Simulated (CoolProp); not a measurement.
Values from CoolProp's reference Helmholtz-energy equation of state, Lemmon 2006. It is a short technical equation, of lower accuracy than the large ones.

Question: Give the vapour pressure (MPa), enthalpy of vaporisation (kJ/kg), liquid cp (kJ/(kg K)) of saturated carbonyl sulfide at 202.4, 210.5, 222.7 K.

Answer: 
```
T (K)  p (MPa)  enthalpy of vaporisation (kJ/kg)  liquid cp (kJ/(kg K))
-----  -------  --------------------------------  ---------------------
202.4   0.0350                               322                   1.17
210.5   0.0546                               317                   1.17
222.7   0.1000                               309                   1.18
```
